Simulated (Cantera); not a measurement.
A closed system holds: 1 mol CuO, 200 mol H2, 23 mol N2, at 2148 K and 2300 Pa.

These are equilibrium values from Cantera (NASA tables, ideal gas, pure condensed phases), not measurements of a reactor. Candidate condensed phases: Cu, CuO, Cu(OH)2, Cu2O, H2O; 27 gas species. Equilibrium is a limit: real reactors are often held back by kinetics, nucleation or transport.

Base state: H2 0.864, N2 0.101, H 0.0255, Cu 0.00441, H2O 0.00439, OH 1.67e-5 (mole fractions); condensed: gas only.

Question: What changes in the equilibrium state with this change: H2 from 200 to 0.84 mol?

Answer: 
```
species   before     after
-------  -------  --------
N2         0.101     0.919
Cu       0.00441    0.0399
H2O      0.00439    0.0292
H2         0.864   0.00274
H         0.0255   0.00144
O2         <1e-9   0.00330
CuO      1.71e-9   3.25e-5
NO       2.40e-7   0.00151
O        3.48e-7  0.000730
OH       1.67e-5   0.00197
```

Question: What changes in the equilibrium state with this change: temperature from 2148 K to 625 K?

Answer: 
```json
[
 {"species": "H2", "before": "0.864", "after": "0.892"},
 {"species": "N2", "before": "0.101", "after": "0.103"},
 {"species": "H2O", "before": "0.00439", "after": "0.00449"},
 {"species": "H", "before": "0.0255", "after": "<1e-9"},
 {"species": "Cu", "before": "0.00441", "after": "<1e-9"},
 {"species": "OH", "before": "1.67e-5", "after": "<1e-9"},
 {"species": "NH3", "before": "9.40e-8", "after": "0.000171"},
 {"species": "Cu(s), mol", "before": "0", "after": "1.00"}
]
```

Question: What changes in the equilibrium state with this change: pressure from 2300 Pa to 12.0 Pa?

Answer: 
```json
[
 {"species": "H2", "before": "0.864", "after": "0.608"},
 {"species": "H", "before": "0.0255", "after": "0.297"},
 {"species": "N2", "before": "0.101", "after": "0.0874"},
 {"species": "Cu", "before": "0.00441", "after": "0.00380"},
 {"species": "O", "before": "3.48e-7", "after": "7.56e-5"},
 {"species": "OH", "before": "1.67e-5", "after": "0.000220"},
 {"species": "H2O", "before": "0.00439", "after": "0.00350"}
]
```
